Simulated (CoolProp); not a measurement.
Vapour-liquid equilibrium of R134a (1) + R124 (2) at 16.65 °C; x and y are mole fractions of (1).

Computed with CoolProp (multi-fluid Helmholtz-energy mixture model, Tillner-Roth 1994 and de Vries 1995; pair parameters Bell 2016).

### Question
Give the bubble pressure and the first vapour's composition at x = 0.15, 0.35, 0.75. Is there an azeotrope?

### Answer
x = 0.15: 3.347 bar, y = 0.243; x = 0.35: 3.850 bar, y = 0.481; x = 0.75: 4.701 bar, y = 0.820. No azeotrope shows between x = 0.05 and 0.95.

The pair parameters rest on a limited set of measurements; away from them the model extrapolates.
